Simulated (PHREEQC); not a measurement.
Consider water at 25 °C with 16 mmol/kgw HF, 110 mmol/kgw H2SiF6 and 0.071 mmol/kgw HNO3. Closed to the air; pH follows from the charge balance.

All values are PHREEQC results (ion-association model, wateq4f.dat), not measurements.

| quantity | before | after |
|---|---|---|
| pH | 0.77 | 0.77 |
| ionic strength (mol/kgw) | 0.330 | 0.331 |
| H2F2 (mol/kgw) | 0.000703 | 0.00996 |
| H4SiO4 (mol/kgw) | 0.000222 | 7.81e-8 |
| F- (mol/kgw) | 9.98e-5 | 0.000374 |
| SI of Chalcedony (SiO2) | -0.06 | -3.52 |

Name the change that produced these shifts.
(A) HNO3 from 7.1e-05 to 0.00071 mol/kgw
(B) HNO3 left out
(C) HF from 0.016 to 0.08 mol/kgw
(D) HF from 0.016 to 0.024 mol/kgw
(E) HF left out

C, HF from 0.016 to 0.08 mol/kgw

This is a speciation only: nothing precipitates in the calculation. Some of these states are supersaturated (in Quartz (slow to form), for instance). SiF6-2 is the database's only silicon fluoride.
